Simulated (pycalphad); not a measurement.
**Phase fields of Si-Y as a text map**

CALPHAD calculation (pycalphad, COST 507 light-alloy database (1999)), 1 atm. The database dates from 1999; later assessments differ in places, in temperatures and in the compounds included. Diffusion is slow at the low end, where real alloys seldom reach equilibrium.

Columns run from 0.2 at.% Y, then 2 to 98 at.% in steps of 2, to 99.8 at.%; rows are temperatures in °C.

```
 1917 aaaaaaaaaaaaaaaaaaaaaaaaaaaaaaaaaaaaaaaaaaaaaaaaaaa
 1852 aaaaaaaaaaaaaaaaaaaaaaaaaaaaaabbbbaaaaaaaaaaaaaaaaa
 1787 aaaaaaaaaaaaaaaaaaaaacccc?ddeeeebbbbbaaaaaaaaaaaaaa
 1722 aaaaaaaaaaaaaaaaaaacccccc?ddeeeebbbbbbbaaaaaaaaaaaa
 1657 aaaaaaaaaaaaaaaaaaccccccc?ddeeeebbbbbbbbbaaaaaaaaaa
 1592 aaaaaaaaaaaaaaaffffgggggg?ddeeeebbbbbbbbbbaaaaaaaaa
 1527 aaaaaaaaaaaaaffffffgggggg?ddeeeebbbbbbbbbbbaaaaaaaa
 1462 aaaaaaaaaaahhhhhhiigggggg?ddeeeebbbbbbbbbbbbaaaaajj
 1397 kkaaaaaaaahhhhhhhiigggggg?ddeeeebbbbbbbbbbbbbaaajjj
 1332 kkkkaaaahhhhhhhhhiigggggg?ddeeeebbbbbbbbbbbbbaajjjj
 1267 kkkkkaahhhhhhhhhhiigggggg?ddeeeebbbbbbbbbbbbbbjjjjj
 1202 lllllllllllllllllmmgggggg?ddeeeennnnnnnnnnnnnnnnnnn
 1137 lllllllllllllllllmmggggggoddeeeennnnnnnnnnnnnnnnnnn
 1072 lllllllllllllllllmmggggggoddeeeennnnnnnnnnnnnnnnnnn
 1007 lllllllllllllllllmmggggggoddeeeennnnnnnnnnnnnnnnnnn
  942 lllllllllllllllllmmggggggoddeeeennnnnnnnnnnnnnnnnnn
  877 lllllllllllllllllmmggggggoddeeeennnnnnnnnnnnnnnnnnn
  812 lllllllllllllllllmmggggggoddeeeennnnnnnnnnnnnnnnnnn
  747 lllllllllllllllllmmggggggoddeeeennnnnnnnnnnnnnnnnnn
  682 lllllllllllllllllmmggggggoddeeeennnnnnnnnnnnnnnnnnn
  617 lllllllllllllllllmmggggggoddeeeennnnnnnnnnnnnnnnnnn
  552 lllllllllllllllllmmggggggoddeeeennnnnnnnnnnnnnnnnnn
  487 lllllllllllllllllmmggggggoddeeeennnnnnnnnnnnnnnnnnn
  422 lllllllllllllllllppqqqqqqoddeeeennnnnnnnnnnnnnnnnnn
  357 lllllllllllllllllppqqqqqqoddeeeennnnnnnnnnnnnnnnnnn
  292 lllllllllllllllllppqqqqqqoddeeeennnnnnnnnnnnnnnnnnn
  227 lllllllllllllllllppqqqqqqoddeeeennnnnnnnnnnnnnnnnnn
```

Key: a = LIQUID; b = LIQUID + SI3Y5; c = LIQUID + SIY; d = SI4Y5 + SIY; e = SI3Y5 + SI4Y5; f = LIQUID + SI5Y3_H; g = SI5Y3_H + SIY; h = LIQUID + SI2Y_H; i = SI2Y_H + SI5Y3_H; j = HCP_A3 + LIQUID; k = DIAMOND_A4 + LIQUID; l = DIAMOND_A4 + SI2Y_R; m = SI2Y_R + SI5Y3_H; n = HCP_A3 + SI3Y5; o = SIY; p = SI2Y_R + SI5Y3_R; q = SI5Y3_R + SIY.

Database names, with the compositions (at.%) that they take in these runs: SI3Y5: Y 62 Si 38; SIY: Si 50 Y 50; SI4Y5: Y 56 Si 44; SI5Y3_H: Si 62 Y 38; SI2Y_H: Si 67 Y 33; SI2Y_R: Si 67 Y 33; SI5Y3_R: Si 62 Y 38. HCP_A3 is hcp; DIAMOND_A4 is diamond (Si).
